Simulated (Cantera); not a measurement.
## Reactions in the system C-Fe-S

Cantera with NASA thermochemical tables; ideal gases at 1 bar, condensed phases pure. Values are per mole of reaction as written; species without (g) are pure solids or liquids, kept so even where they would boil at 1 bar.

FeS₂ + C ⇌ Fe + CS₂(g)

| T (K) | ΔH° (kJ) | ΔS° (J/K) | ΔG° (kJ) | log10 K |
|---|---|---|---|---|
| 650 | 287.3 | 204.2 | 154.6 | -12.42 |
| 700 | 287.0 | 203.8 | 144.4 | -10.77 |
| 750 | 286.8 | 203.5 | 134.2 | -9.34 |
| 800 | 286.6 | 203.3 | 124.0 | -8.10 |
| 850 | 286.5 | 203.1 | 113.9 | -7.00 |
| 900 | 286.4 | 203.0 | 103.7 | -6.02 |
| 950 | 286.5 | 203.1 | 93.5 | -5.14 |
| 1000 | 286.7 | 203.4 | 83.4 | -4.36 |
